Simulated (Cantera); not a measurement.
A freely propagating, adiabatic, planar premixed flame of 30.6 % H2, 10.9 % O2, 41.0 % N2, 17.4 % H2O, equivalence ratio 1.4, unburnt at 400 K and 1000000 Pa; mixture-averaged transport, grid criteria slope 0.08 and curve 0.16, no radiation.

Detailed kinetics in Cantera: the H2/O2 subset of GRI-Mech 3.0, which has no nitrogen chemistry. The hydrogen kinetics of GRI-Mech 3.0 are dated; newer H2 mechanisms differ, most at raised pressure. Burning velocities carry a grid error of a few per cent, more on coarse grids.

x: mole fraction of selected species; z is measured from the peak of heat release.

```tsv
z (mm)	T (K)	u (m/s)	x H2	x O2	x H2O	x H	x H2O2	x O
-0.0974	400	1.18	0.305	0.109	0.175	<1e-8	1.51e-8	<1e-8
-0.0649	402	1.18	0.301	0.110	0.176	<1e-8	2.68e-7	<1e-8
-0.0487	410	1.19	0.292	0.111	0.179	<1e-8	2.78e-6	<1e-8
-0.0325	456	1.29	0.269	0.114	0.188	<1e-8	3.07e-5	2.10e-8
-0.0162	746	2.00	0.212	0.106	0.233	…	0.000319	2.76e-6
-0.00811	1104	2.91	0.174	0.0833	0.287	…	0.000460	6.62e-5
0	1466	3.84	0.137	0.0518	0.349	…	9.51e-5	0.000337
0.00811	1689	4.42	0.111	0.0264	0.395	…	9.61e-6	0.000459
0.0162	1804	4.72	0.0977	0.0124	0.419	…	4.86e-6	0.000370
0.0325	1898	4.96	0.0895	0.00305	0.436	…	1.90e-6	0.000193
0.0649	1954	5.10	0.0881	0.000457	0.443	…	6.19e-7	6.76e-5
0.130	1983	5.17	0.0886	7.21e-5	0.445	…	1.82e-7	1.71e-5
0.260	1995	5.20	0.0889	1.47e-5	0.446	…	4.53e-8	3.78e-6
```

Complete the blanks.


- -0.0162, x H: 3.38e-6
- -0.00811, x H: 0.000402
- 0, x H: 0.00280
- 0.00811, x H: 0.00575
- 0.0162, x H: 0.00704
- 0.0325, x H: 0.00642
- 0.0649, x H: 0.00406
- 0.130, x H: 0.00205
- 0.260, x H: 0.000956
